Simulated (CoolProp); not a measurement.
R1224YDZ along the isotherm 473.1 K: density (kg/m³) from the reference equation and from simpler models built on Tc = 428.7 K, pc = 3.334 MPa, ω = 0.325; each cubic takes its own stable root.

Model: reference Helmholtz-energy equation of state, Akasaka 2023, in CoolProp.

| p (MPa) | phase | reference |
|---|---|---|
| 0.0527 | gas | 1.997 |
| 0.0999 | gas | 3.799 |
| 0.189 | gas | 7.236 |
| 0.359 | gas | 13.92 |
| 0.681 | gas | 27.10 |
| 1.29 | gas | 54.08 |
| 2.45 | gas | 115.4 |
| 4.64 | supercritical | 300.7 |
| 8.79 | supercritical | 771.1 |
| 16.7 | supercritical | 950.9 |

Problem. How far does each simpler model (ideal gas, van der Waals, Redlich-Kwong, Soave-Redlich-Kwong, Peng-Robinson) lie from the reference over these 10 states: mean and median of the absolute difference, and the worst?

Solution. 
- ideal gas: mean 17.3 %, median 7.5 %, worst -57.0 % at 473.1 K and 8.79 MPa
- van der Waals: mean 6.4 %, median 0.2 %, worst -24.0 % at 473.1 K and 16.7 MPa
- Redlich-Kwong: mean 2.9 %, median 0.4 %, worst -9.9 % at 473.1 K and 8.79 MPa
- Soave-Redlich-Kwong: mean 3.1 %, median 0.2 %, worst -16.3 % at 473.1 K and 8.79 MPa
- Peng-Robinson: mean 1.7 %, median 0.7 %, worst -8.9 % at 473.1 K and 8.79 MPa
